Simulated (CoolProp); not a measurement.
A Linde-Hampson liquefier for normal hydrogen: isothermal reversible compression at 230 K from 1 atm to 20 MPa, throttling to 1 atm, return gas leaving the recuperator 0 K below the feed. Each further row changes one setting.

Values from CoolProp's reference Helmholtz-energy equation of state, Leachman 2009.

| case | compression work (kJ/kg of gas) |
|---|---|
| as stated | 5150 |
| high pressure 40 MPa | 5950 |
| warm-end temperature 260 K | 5810 |
| warm-end gap 5 K | 5150 |
